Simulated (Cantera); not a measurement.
Input (Python, Cantera) and output of one run.

```python
import numpy as np
import cantera as ct

gas_names = [...]  # 131 gases of nasa_gas.yaml made of C, H, O
cond_names = """
    C(gr) C6H6(L) C7H8(L) C8H18(L),n-octa H2O(s) H2O(L)
""".split()


# ... load() reads the species with a 1 bar reference pressure and builds the phases ...
atoms = {
    'acetone': {'C': 3, 'H': 6, 'O': 1},
    'H2O': {'H': 2, 'O': 1},
    'H2': {'H': 2},
}
top_T = {'C(gr)': 4500}  # K; cautious upper limits of use, not melting points


# ... equilibrate(T, P, feed) seeds the gas with the atoms and calls Mixture.equilibrate('TP', solver="vcs", rtol=1e-11, max_steps=5000) ...
results = []
feed = {'acetone': 1, 'H2O': 0.1, 'H2': 4.3}  # mol
P = 2500000  # Pa
for T in [2000, 2250, 2500, 2750, 3000, 3250, 3500, 3750, 4000, 4250, 4500, 4750, 5000]:
    mix = equilibrate(T, P, feed)
    results.append((T, P, feed, dict(zip(mix.species_names, mix.species_moles))))
    x = sorted(zip(gas.X, gas.species_names), reverse=True)
    print(f"T = {T:g} K  P = {P:g} Pa  gas = {mix.phase_moles(0):.4g} mol")
    print("   x: " + "  ".join(f"{s} {v:.3e}" for v, s in x if v > 1e-06))
    print("   condensed (mol): " + ("  ".join(f"{mix.phase(i).name} {mix.phase_moles(i):.4g}"
          for i in range(1, mix.n_phases) if mix.phase_moles(i) > 1e-12) or "none"))
```

Result:

```
T = 2000 K  P = 2.5e+06 Pa  gas = 8.431 mol
   x: H2 8.606e-01  CO 1.301e-01  CH4 7.858e-03  C2H2,acetylene 6.611e-04  H2O 3.281e-04  H 3.017e-04  C2H4 9.580e-05  CH3 5.453e-05  CO2 1.082e-05  HCHO,formaldehy 1.147e-06  C2H6 1.049e-06
   condensed (mol): C(gr) 1.823
T = 2250 K  P = 2.5e+06 Pa  gas = 8.466 mol
   x: H2 8.612e-01  CO 1.298e-01  CH4 4.387e-03  C2H2,acetylene 2.883e-03  H 1.378e-03  H2O 1.359e-04  CH3 1.332e-04  C2H4 1.210e-04  C4H2 3.941e-06  CO2 3.762e-06  C3H4,propyne 2.964e-06  C2H3,vinyl 1.742e-06  C3H3,propargyl 1.389e-06  C3H4,allene 1.231e-06  HCHO,formaldehy 1.129e-06
   condensed (mol): C(gr) 1.812
T = 2500 K  P = 2.5e+06 Pa  gas = 8.493 mol
   x: H2 8.534e-01  CO 1.294e-01  C2H2,acetylene 9.232e-03  H 4.645e-03  CH4 2.731e-03  CH3 2.674e-04  C2H4 1.431e-04  H2O 6.712e-05  C4H2 4.125e-05  C3H3,propargyl 8.059e-06  C2H3,vinyl 7.801e-06  C2H2,vinylidene 7.195e-06  C3H4,propyne 7.152e-06  C2H 3.608e-06  C3H4,allene 3.097e-06  CH2 3.014e-06  HCO 2.155e-06  CO2 1.642e-06  HCHO,formaldehy 1.112e-06
   condensed (mol): C(gr) 1.714
T = 2750 K  P = 2.5e+06 Pa  gas = 8.534 mol
   x: H2 8.323e-01  CO 1.289e-01  C2H2,acetylene 2.342e-02  H 1.248e-02  CH4 1.809e-03  CH3 4.590e-04  C4H2 2.741e-04  C2H4 1.586e-04  C2H 4.072e-05  C2H2,vinylidene 3.925e-05  H2O 3.727e-05  C3H3,propargyl 3.287e-05  C2H3,vinyl 2.579e-05  CH2 1.522e-05  C3H4,propyne 1.417e-05  C3H4,allene 6.353e-06  HCO 4.116e-06  C6H2 3.385e-06  CH2CO,ketene 1.208e-06  HCHO,formaldehy 1.084e-06
   condensed (mol): C(gr) 1.466
T = 3000 K  P = 2.5e+06 Pa  gas = 8.606 mol
   x: H2 7.908e-01  CO 1.278e-01  C2H2,acetylene 4.919e-02  H 2.808e-02  C4H2 1.277e-03  CH4 1.219e-03  CH3 6.860e-04  C2H 3.002e-04  C2H4 1.625e-04  C2H2,vinylidene 1.551e-04  C3H3,propargyl 1.007e-04  C2H3,vinyl 6.643e-05  CH2 5.664e-05  C6H2 3.516e-05  C3H4,propyne 2.354e-05  H2O 2.221e-05  C3 1.248e-05  C3H4,allene 1.086e-05  HCO 6.930e-06  CH 4.048e-06  C 2.027e-06  CH2CO,ketene 1.439e-06  C2 1.268e-06  C3H5,allyl 1.030e-06  HCHO,formaldehy 1.030e-06
   condensed (mol): C(gr) 0.9751
T = 3250 K  P = 2.5e+06 Pa  gas = 8.732 mol
   x: H2 7.224e-01  CO 1.259e-01  C2H2,acetylene 8.767e-02  H 5.457e-02  C4H2 4.441e-03  C2H 1.581e-03  CH3 8.955e-04  CH4 8.018e-04  C2H2,vinylidene 4.693e-04  C3H3,propargyl 2.406e-04  C6H2 2.402e-04  CH2 1.634e-04  C2H4 1.509e-04  C3 1.449e-04  C2H3,vinyl 1.372e-04  C3H4,propyne 3.282e-05  CH 2.374e-05  C 1.818e-05  C3H4,allene 1.552e-05  C2 1.546e-05  H2O 1.367e-05  HCO 1.045e-05  C5 5.333e-06  C2O 2.835e-06  CH2CO,ketene 1.585e-06  C3H5,allyl 1.314e-06
   condensed (mol): C(gr) 0.1319
T = 3500 K  P = 2.5e+06 Pa  gas = 8.949 mol
   x: H2 6.785e-01  CO 1.229e-01  H 9.729e-02  C2H2,acetylene 8.842e-02  C4H2 4.800e-03  C2H 3.992e-03  CH3 8.942e-04  C2H2,vinylidene 7.416e-04  C3 5.530e-04  CH4 4.528e-04  CH2 3.190e-04  C6H2 2.804e-04  C3H3,propargyl 2.441e-04  C2H3,vinyl 1.580e-04  C 9.257e-05  C2H4 8.845e-05  CH 8.467e-05  C2 7.951e-05  C5 2.247e-05  C3H4,propyne 2.121e-05  HCO 1.480e-05  H2O 1.168e-05  C3H4,allene 1.025e-05  C2O 6.251e-06  C4 5.012e-06  CH2CO,ketene 1.348e-06
   condensed (mol): none
T = 3750 K  P = 2.5e+06 Pa  gas = 9.287 mol
   x: H2 6.253e-01  H 1.585e-01  CO 1.184e-01  C2H2,acetylene 7.965e-02  C2H 8.054e-03  C4H2 4.209e-03  C3 1.543e-03  C2H2,vinylidene 9.815e-04  CH3 8.205e-04  CH2 5.296e-04  C 3.631e-04  C2 3.007e-04  CH4 2.524e-04  C6H2 2.415e-04  CH 2.408e-04  C3H3,propargyl 2.087e-04  C2H3,vinyl 1.573e-04  C5 6.278e-05  C2H4 4.848e-05  HCO 1.945e-05  C4 1.783e-05  C3H4,propyne 1.213e-05  C2O 1.171e-05  H2O 1.022e-05  C3H4,allene 5.970e-06  OH 1.356e-06  CH2CO,ketene 1.078e-06  CHCO,ketyl 1.051e-06
   condensed (mol): none
T = 4000 K  P = 2.5e+06 Pa  gas = 9.784 mol
   x: H2 5.567e-01  H 2.379e-01  CO 1.124e-01  C2H2,acetylene 6.634e-02  C2H 1.385e-02  C3 3.510e-03  C4H2 3.261e-03  C 1.171e-03  C2H2,vinylidene 1.140e-03  C2 9.161e-04  CH2 7.686e-04  CH3 6.940e-04  CH 5.737e-04  C6H2 1.757e-04  C3H3,propargyl 1.583e-04  C2H3,vinyl 1.395e-04  C5 1.364e-04  CH4 1.362e-04  C4 4.919e-05  C2H4 2.501e-05  HCO 2.369e-05  C2O 1.942e-05  H2O 8.763e-06  C3H4,propyne 6.342e-06  C3H4,allene 3.173e-06  OH 2.188e-06  CHCO,ketyl 1.230e-06
   condensed (mol): none
T = 4250 K  P = 2.5e+06 Pa  gas = 10.47 mol
   x: H2 4.759e-01  H 3.313e-01  CO 1.050e-01  C2H2,acetylene 4.932e-02  C2H 2.002e-02  C3 6.391e-03  C 3.158e-03  C2 2.251e-03  C4H2 2.093e-03  CH 1.152e-03  C2H2,vinylidene 1.132e-03  CH2 9.684e-04  CH3 5.292e-04  C5 2.196e-04  C2H3,vinyl 1.065e-04  C4 1.022e-04  C3H3,propargyl 1.011e-04  C6H2 9.838e-05  CH4 6.857e-05  C2O 2.854e-05  HCO 2.687e-05  C2H4 1.154e-05  H2O 7.409e-06  OH 3.320e-06  C3H4,propyne 2.844e-06  C3H4,allene 1.444e-06  CHCO,ketyl 1.293e-06  O 1.280e-06
   condensed (mol): none
T = 4500 K  P = 2.5e+06 Pa  gas = 11.33 mol
   x: H 4.312e-01  H2 3.888e-01  CO 9.702e-02  C2H2,acetylene 3.191e-02  C2H 2.405e-02  C3 9.207e-03  C 7.212e-03  C2 4.475e-03  CH 1.964e-03  C4H2 1.063e-03  CH2 1.055e-03  C2H2,vinylidene 9.445e-04  CH3 3.579e-04  C5 2.537e-04  C4 1.568e-04  C2H3,vinyl 6.829e-05  C3H3,propargyl 5.233e-05  C6H2 3.965e-05  C2O 3.733e-05  CH4 3.131e-05  HCO 2.858e-05  H2O 6.230e-06  OH 4.841e-06  C2H4 4.590e-06  O 2.937e-06  CHCO,ketyl 1.215e-06  C3H4,propyne 1.044e-06
   condensed (mol): none
T = 4750 K  P = 2.5e+06 Pa  gas = 12.32 mol
   x: H 5.277e-01  H2 3.030e-01  CO 8.923e-02  C2H 2.425e-02  C2H2,acetylene 1.791e-02  C 1.421e-02  C3 1.064e-02  C2 7.327e-03  CH 2.879e-03  CH2 9.987e-04  C2H2,vinylidene 6.632e-04  C4H2 4.252e-04  CH3 2.140e-04  C5 2.131e-04  C4 1.807e-04  C2O 4.415e-05  C2H3,vinyl 3.666e-05  HCO 2.881e-05  C3H3,propargyl 2.186e-05  CH4 1.282e-05  C6H2 1.145e-05  OH 6.885e-06  O 6.493e-06  H2O 5.234e-06  C2H4 1.556e-06  CHCO,ketyl 1.033e-06
   condensed (mol): none
T = 5000 K  P = 2.5e+06 Pa  gas = 13.35 mol
   x: H 6.114e-01  H2 2.259e-01  CO 8.231e-02  C 2.466e-02  C2H 2.094e-02  C3 1.015e-02  C2 1.013e-02  C2H2,acetylene 8.839e-03  CH 3.696e-03  CH2 8.348e-04  C2H2,vinylidene 3.992e-04  C4 1.620e-04  C4H2 1.373e-04  C5 1.352e-04  CH3 1.144e-04  C2O 4.817e-05  HCO 2.790e-05  C2H3,vinyl 1.677e-05  O 1.402e-05  OH 9.654e-06  C3H3,propargyl 7.517e-06  CH4 4.740e-06  H2O 4.416e-06  C6H2 2.449e-06  Electron 2.158e-06  C+ 1.547e-06
   condensed (mol): none
```

Cantera equilibrium calculation (NASA polynomials, part measured and part estimated; ideal gas, pure solids and liquids). The feed counts by its element totals alone.
